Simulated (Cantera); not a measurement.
Standard-state values (1 bar) from the NASA 1993 polynomials, evaluated with Cantera. Values are per mole of reaction as written; species without (g) are pure solids or liquids, kept so even where they would boil at 1 bar.

2 CH4(g) = C2H2(g) + 3 H2(g)

| T (K) | ΔH° (kJ) | ΔS° (J/K) | ΔG° (kJ) | log10 K |
|---|---|---|---|---|
| 623 | 394.2 | 259.2 | 232.7 | -19.51 |
| 673 | (withheld) | (withheld) | (withheld) | (withheld) |
| 723 | 397.5 | 264.3 | 206.5 | -14.92 |
| 773 | (withheld) | (withheld) | (withheld) | (withheld) |
| 823 | (withheld) | (withheld) | (withheld) | (withheld) |
| 873 | 401.2 | 268.9 | 166.5 | -9.96 |
| 923 | 402.1 | 269.9 | 153.0 | -8.66 |
| 973 | 402.9 | 270.7 | 139.5 | -7.49 |
| 1023 | 403.4 | 271.3 | 125.9 | -6.43 |

Question: Some entries are withheld; supply them.

Answer: 
- 673, ΔH° (kJ): 396.0
- 673, ΔS° (J/K): 262.0
- 673, ΔG° (kJ): 219.6
- 673, log10 K: -17.05
- 773, ΔH° (kJ): 398.9
- 773, ΔS° (J/K): 266.1
- 773, ΔG° (kJ): 193.2
- 773, log10 K: -13.06
- 823, ΔH° (kJ): 400.2
- 823, ΔS° (J/K): 267.7
- 823, ΔG° (kJ): 179.9
- 823, log10 K: -11.42
